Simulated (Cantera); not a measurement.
A Cantera script and what it prints.

```python
import numpy as np
import cantera as ct

gas_names = """
    Cu CuF CuF2 Cu2 F F2 H HF H2 H2F2 H3F3 H4F4 H5F5 H6F6 H7F7
""".split()
cond_names = """
    Cu(cr) Cu(L) CuF2(s) CuF2(L)
""".split()


# ... load() reads the species with a 1 bar reference pressure and builds the phases ...
atoms = {
    'Cu': {'Cu': 1},
    'F2': {'F': 2},
    'H2': {'H': 2},
}
top_T = {}  # K; cautious upper limits of use, not melting points


# ... equilibrate(T, P, feed) seeds the gas with the atoms and calls Mixture.equilibrate('TP', solver="vcs", rtol=1e-11, max_steps=5000) ...
results = []
T = 1373  # K
P = 7.5  # Pa
for m in [0.4, 0.51, 0.66, 0.85, 1.1, 1.4, 1.8, 2.3, 3, 3.9, 5, 6.4]:
    feed = {'Cu': 1, 'F2': m, 'H2': 1.5}  # mol
    mix = equilibrate(T, P, feed)
    results.append((T, P, feed, dict(zip(mix.species_names, mix.species_moles))))

top = {s: max(r[3][s] / sum(r[3][g] for g in gas_names) for r in results) for s in gas_names}
cols = sorted((s for s in top if top[s] > 0.001), key=lambda s: -top[s])[:6]
seen = [c for c in cond_names if any(r[3].get(c, 0) > 1e-12 for r in results)]
print("log10 of partial pressures in bar; condensed amounts in mol")
print(f"{'n(F2)':>10s}" + "".join(f"{s[:9]:>10s}" for s in cols + seen))
for T, P, feed, n in results:
    ng = sum(n[g] for g in gas_names)
    print(f"{feed['F2']:10.4g}" + "".join(f"{np.log10(max(n[s] / ng * P / 1e5, 1e-99)):10.3f}" for s in cols)
          + "".join(f"{n.get(c, 0):10.4g}" for c in seen))
```

It prints:

```
log10 of partial pressures in bar; condensed amounts in mol
     n(F2)        HF         F        H2      CuF2       CuF        Cu     Cu(L)
       0.4    -4.505   -12.795    -4.367   -14.438    -7.988    -6.102    0.9795
      0.51    -4.424   -12.679    -4.437   -14.206    -7.872    -6.102    0.9782
      0.66    -4.344   -12.547    -4.540   -13.942    -7.740    -6.102    0.9765
      0.85    -4.270   -12.400    -4.688   -13.648    -7.593    -6.102    0.9741
       1.1    -4.203   -12.205    -4.942   -13.257    -7.398    -6.102    0.9709
       1.4    -4.146   -11.827    -5.585   -12.501    -7.020    -6.102    0.9653
       1.8    -4.209    -9.715    -9.934    -8.278    -4.908    -6.102    0.3619
       2.3    -4.253    -6.226   -17.001    -4.976    -5.095    -9.778         0
         3    -4.349    -4.814   -20.017    -4.839    -6.370   -12.465         0
       3.9    -4.481    -4.509   -20.891    -4.965    -6.801   -13.201         0
         5    -4.603    -4.380   -21.392    -5.084    -7.050   -13.579         0
       6.4    -4.720    -4.305   -21.777    -5.201    -7.242   -13.846         0
```

Equilibrium computed with Cantera from the NASA thermochemical tables; the gas is ideal and each condensed phase is pure.
